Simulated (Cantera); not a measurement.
A closed system holds: 1 mol Cu2O, 1.8 mol C, 0.19 mol H2, equilibrated at 952 °C and 1.00 Torr.

Cantera equilibrium calculation (NASA polynomials, part measured and part estimated; ideal gas, pure solids and liquids). Candidate condensed phases: C, C6H6, C7H8, C8H18, Cu, CuO, Cu(OH)2, Cu2O, H2O; 113 gas species. The numbers say what is thermodynamically allowed, not how fast it happens.

Base state: CO 0.840, H2 0.160, Cu 1.81e-5, CO2 1.26e-5 (mole fractions); condensed: C(graphite) + Cu(s).

**Question.** What changes in the equilibrium state with this change: temperature from 952 °C to 2027 °C?

**Answer.** 
```csv
species,before,after
Cu,1.81e-5,0.612
CO,0.840,0.306
H,3.41e-6,0.0486
H2,0.160,0.0337
Cu2,<1e-9,0.000102
CO2,1.26e-5,<1e-9
C3,<1e-9,1.25e-5
C2H2 (acetylene),2.59e-8,0.000145
"C(graphite), mol",0.800,0.799
"Cu(s), mol",2.00,0
```
